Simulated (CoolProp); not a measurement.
A Linde-Hampson liquefier for dry air: isothermal reversible compression at 290 K from 1 atm to 40 MPa, throttling to 1 atm, return gas leaving the recuperator 5 K below the feed. Each further row changes one setting.

Values from CoolProp's reference Helmholtz-energy equation of state, Lemmon 2000. It is a pseudo-pure fit of the blend.

| case | liquid yield per pass | compression work (kJ/kg of gas) |
|---|---|---|
| as stated | 0.106 | 501 |
| high pressure 80 MPa | 0.074 | 582 |
| warm-end temperature 320 K | 0.076 | 557 |
| warm-end gap 10 K | 0.094 | 501 |
